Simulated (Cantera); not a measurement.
A perfectly stirred reactor is fed with CH4 : N2 = 1 : 1.7 (molar parts), at 0.00120 bar; it is held at 1825 K, and followed from long to short residence time.

Computed with Cantera and GRI-Mech 3.0 (53 species, 325 reactions). GRI-Mech 3.0 stops at C3 and has no aromatics, soot or wall deposition, so with more carbon than oxygen in the feed, carbon stays in small species such as C2H2 where larger ones or solid carbon would form. Radical loss at walls, strong at low pressure, is not modelled.

Task: What does this change do: temperature 1825 to 1325 K?

Result: 
| quantity | before | after |
|---|---|---|
| x(CH4) at τ = 1.10 s | 0.0952 | 0.370 |
| x(CH2) at τ = 1.10 s | 6.77e-6 | 8.02e-12 |
| x(CH3) at τ = 1.10 s | 0.00415 | 9.57e-6 |
| x(H) at τ = 1.10 s | 0.000679 | 9.95e-10 |
| x(H2) at τ = 1.10 s | 0.296 | 5.39e-6 |
| x(CH4) at τ = 72.0 ms | 0.331 | 0.370 |
| x(CH2) at τ = 72.0 ms | 3.72e-6 | <1e-12 |
| x(CH3) at τ = 72.0 ms | 0.00544 | 6.33e-7 |
| x(H) at τ = 72.0 ms | 5.33e-5 | 8.86e-10 |
| x(H2) at τ = 72.0 ms | 0.0351 | 3.16e-7 |

Task: What does this change do: temperature 1825 to 1750 K?

Result: 
| quantity | before | after |
|---|---|---|
| x(CH4) at τ = 1.10 s | 0.0952 | 0.140 |
| x(CH2) at τ = 1.10 s | 6.77e-6 | 3.88e-6 |
| x(CH3) at τ = 1.10 s | 0.00415 | 0.00391 |
| x(H) at τ = 1.10 s | 0.000679 | 0.000368 |
| x(H2) at τ = 1.10 s | 0.296 | 0.247 |
| x(CH4) at τ = 72.0 ms | 0.331 | 0.362 |
| x(CH2) at τ = 72.0 ms | 3.72e-6 | 7.07e-7 |
| x(CH3) at τ = 72.0 ms | 0.00544 | 0.00238 |
| x(H) at τ = 72.0 ms | 5.33e-5 | 7.29e-6 |
| x(H2) at τ = 72.0 ms | 0.0351 | 0.00639 |
